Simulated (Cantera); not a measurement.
Input: 1 mol (CH3)2SiCl2, 0.031 mol CH4, 270 mol H2, 0.0064 mol C2H4, at 0.460 bar.

Equilibrium computed with Cantera from the NASA thermochemical tables; the gas is ideal and each condensed phase is pure. Candidate condensed phases: C, C6H6, C7H8, C8H18, Si, SiC; 109 gas species. The feed counts by its element totals alone. The numbers say what is thermodynamically allowed, not how fast it happens.

### Question
At 1323 K, list the 3 most abundant gas species with their mole fractions, and the condensed phases.

### Answer
H2 0.990, HCl 0.00732, CH4 0.00306. Condensed: C(graphite) + SiC(s).
